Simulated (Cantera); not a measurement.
## Ammonia decomposition in nitride growth gas

An isothermal, constant-pressure homogeneous reactor starts with 57.1 % NH3, 42.9 % N2, at 2250 K and 0.00987 atm.

Detailed kinetics in Cantera: the gas-phase N/H chemistry of the illustrative SiF4/NH3 mechanism in the Surface Chemkin manual (1991). Walls and surfaces, which speed up NH3 decomposition in real reactors, are not modelled.

| t (s) | x NH3 | x N2H4 | x NH | x H2 | x N2 | x N2H2 |
|---|---|---|---|---|---|---|
| 5.00e-6 | 0.571 | <1e-12 | 3.10e-11 | 1.27e-6 | 0.429 | <1e-12 |
| 1.46e-5 | 0.571 | <1e-12 | 5.55e-10 | 6.79e-6 | 0.429 | 2.81e-11 |
| 4.29e-5 | 0.571 | 2.10e-12 | 7.07e-9 | 2.58e-5 | 0.429 | 7.15e-10 |
| 0.000126 | 0.571 | 2.08e-11 | 8.20e-8 | 8.20e-5 | 0.429 | 1.14e-8 |
| 0.000368 | 0.571 | 1.86e-10 | 1.00e-6 | 0.000248 | 0.428 | 1.38e-7 |
| 0.00108 | 0.569 | 1.55e-9 | 9.01e-6 | 0.000804 | 0.428 | 1.64e-6 |
| 0.00316 | 0.564 | 9.31e-9 | 3.63e-5 | 0.00415 | 0.428 | 1.24e-5 |
| 0.00926 | 0.543 | 1.30e-8 | 6.28e-5 | 0.0242 | 0.429 | 2.10e-5 |
| 0.0271 | 0.482 | 8.54e-9 | 7.87e-5 | 0.0827 | 0.432 | 1.74e-5 |
| 0.0795 | 0.348 | 4.34e-9 | 8.45e-5 | 0.211 | 0.438 | 1.10e-5 |
| 0.233 | 0.155 | 1.24e-9 | 6.81e-5 | 0.396 | 0.447 | 3.84e-6 |
| 0.683 | 0.0242 | 8.76e-11 | 3.39e-5 | 0.520 | 0.453 | 4.23e-7 |
| 2.00 | 8.42e-5 | <1e-12 | 3.30e-6 | 0.536 | 0.452 | 5.12e-10 |
x: mole fraction; the columns are a selection and need not sum to one.

Equilibrium at this temperature and pressure: NH3 3.32e-8, N2H4 <1e-12, NH 2.69e-8, H2 0.504, N2 0.442, N2H2 <1e-12 (gas phase only).
